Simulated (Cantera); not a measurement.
A freely propagating, adiabatic, planar premixed flame of H2 : O2 : N2 = 1 : 0.5 : 1.88 (molar parts), equivalence ratio 1.0, unburnt at 600 K and 960000 Pa; unity-Lewis-number transport, grid criteria slope 0.08 and curve 0.16, no radiation.

Model: the H2/O2 subset of GRI-Mech 3.0, which has no nitrogen chemistry, integrated in Cantera. The hydrogen kinetics of GRI-Mech 3.0 are dated; newer H2 mechanisms differ, most at raised pressure. Unity Lewis numbers drop preferential diffusion, which matters most where H2 and H carry the flame. Burning velocities carry a grid error of a few per cent, more on coarse grids.

Q: Predict: laminar burning velocity; thermal thickness; peak x(O); peak x(H); peak x(H2O2).

A: 
```
Item                         Result
------------------------  ---------
laminar burning velocity   495 cm/s
thermal thickness         0.0231 mm
peak x(O)                   0.00741
peak x(H)                    0.0315
peak x(H2O2)                7.08e-5
```
